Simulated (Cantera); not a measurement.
Input (Python, Cantera) and output of one run.

```python
import numpy as np
import cantera as ct

gas_names = """
    C CN CO CO2 C2 CCN CNC C2N2 C2O C3 C3O2 C4 C4N2 C5 N NCO NO NO2 NO3 N2 N2O O O2 O3 Pb PbO Pb2
""".split()
cond_names = """
    C(gr) Pb(cr) Pb(L) PbO(rd) PbO(yw) PbO(L) PbO2(s) Pb3O4(s)
""".split()


def load(file, names, dense=False):
    # The tables refer to 1 bar. Condensed volumes are neglected.
    table = {s.name: s for s in ct.Species.list_from_file(file)}
    out = []
    for n in names:
        d = dict(table[n].input_data)
        d["thermo"] = dict(d["thermo"], **{"reference-pressure": 1e5})
        if dense:
            d["equation-of-state"] = {"model": "constant-volume", "density": "1e6 g/cm^3"}
        out.append(ct.Species.from_dict(d))
    return out


gas = ct.Solution(thermo="ideal-gas", species=load("nasa_gas.yaml", gas_names))
cond = {s.name: ct.Solution(thermo="fixed-stoichiometry", species=[s], name=s.name)
        for s in load("nasa_condensed.yaml", cond_names, dense=True)}
atoms = {
    'Pb': {'Pb': 1},
    'CO': {'C': 1, 'O': 1},
    'N2': {'N': 2},
}
top_T = {'C(gr)': 4500, 'Pb3O4(s)': 820}  # K; cautious upper limits of use, not melting points


def equilibrate(T, P, feed):
    n = {}
    for name, mol in feed.items():
        for a, k in atoms[name].items():
            n[a] = n.get(a, 0.0) + k * mol
    gas.TPX = T, P, n
    mass = sum(n.values()) * gas.mean_molecular_weight
    gas.equilibrate("TP")
    valid = [c for c in cond.values() if c.min_temp <= T <= top_T.get(c.name, c.max_temp)]
    mix = ct.Mixture([(gas, mass / gas.mean_molecular_weight)] + [(c, 0.0) for c in valid])
    mix.T, mix.P = T, P
    mix.equilibrate("TP", solver="vcs", rtol=1e-11, max_steps=5000)
    return mix


results = []
feed = {'Pb': 1, 'CO': 4, 'N2': 83}  # mol
P = 170000  # Pa
for T in [825, 875, 925, 975, 1025, 1075, 1125, 1175, 1225, 1275, 1325, 1375, 1425]:
    mix = equilibrate(T, P, feed)
    results.append((T, P, feed, dict(zip(mix.species_names, mix.species_moles))))

top = {s: max(r[3][s] / sum(r[3][g] for g in gas_names) for r in results) for s in gas_names}
cols = sorted((s for s in top if top[s] > 1e-05), key=lambda s: -top[s])[:8]
seen = [c for c in cond_names if any(r[3].get(c, 0) > 1e-12 for r in results)]
print("log10 of partial pressures in bar; condensed amounts in mol")
print(f"{'T/K':>10s}" + "".join(f"{s[:9]:>10s}" for s in cols + seen))
for T, P, feed, n in results:
    ng = sum(n[g] for g in gas_names)
    print(f"{T:10.4g}" + "".join(f"{np.log10(max(n[s] / ng * P / 1e5, 1e-99)):10.3f}" for s in cols)
          + "".join(f"{n.get(c, 0):10.4g}" for c in seen))
```

Result:

```
log10 of partial pressures in bar; condensed amounts in mol
       T/K        N2        CO       CO2        Pb     C(gr)     Pb(L)
       825     0.217    -1.608    -1.563    -6.843     1.379         1
       875     0.215    -1.380    -1.729    -6.171    0.9453         1
       925     0.213    -1.235    -1.992    -5.573    0.5187    0.9999
       975     0.211    -1.160    -2.338    -5.038    0.2346    0.9995
      1025     0.210    -1.128    -2.720    -4.556   0.09743    0.9986
      1075     0.210    -1.116    -3.098    -4.120   0.04079    0.9961
      1125     0.210    -1.111    -3.455    -3.723   0.01795    0.9903
      1175     0.210    -1.109    -3.785    -3.361  0.008396    0.9777
      1225     0.210    -1.108    -4.089    -3.029  0.004167    0.9521
      1275     0.210    -1.108    -4.370    -2.724  0.002185    0.9034
      1325     0.209    -1.108    -4.630    -2.443  0.001203    0.8151
      1375     0.208    -1.109    -4.870    -2.183 0.0006926    0.6626
      1425     0.207    -1.110    -5.094    -1.941 0.0004144    0.4098
```

Equilibrium computed with Cantera from the NASA thermochemical tables; the gas is ideal and each condensed phase is pure.
